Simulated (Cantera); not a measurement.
Input: 1 mol SiF4, 16 mol NH3, 0.32 mol H2, 2.3 mol N2, equilibrated at 1450 K and 6.70 mbar.

Equilibrium computed with Cantera from the NASA thermochemical tables; the gas is ideal and each condensed phase is pure. Candidate condensed phases: Si, Si3N4; 37 gas species. The tables' values for SiF3, SiF2 are old estimates; treat these amounts as uncertain. The numbers say what is thermodynamically allowed, not how fast it happens.

Base state: H2 0.677, N2 0.288, SiF4 0.0216, HF 0.00710, SiF3 0.00496, SiF2 0.000709, SiHF3 0.000697, H 9.50e-5 (mole fractions); condensed: gas only.

### Question
What changes in the equilibrium state with this change: temperature from 1450 K to 1225 K?

### Answer
```tsv
species	before	after
H2	0.677	0.681
N2	0.288	0.289
SiF4	0.0216	0.0269
HF	0.00710	0.00243
SiF3	0.00496	0.000398
SiF2	0.000709	6.03e-6
H	9.50e-5	3.14e-6
Si3N4(s), mol	0	0.00500
```
The tables' values for SiF3 are old estimates; treat these amounts as uncertain.
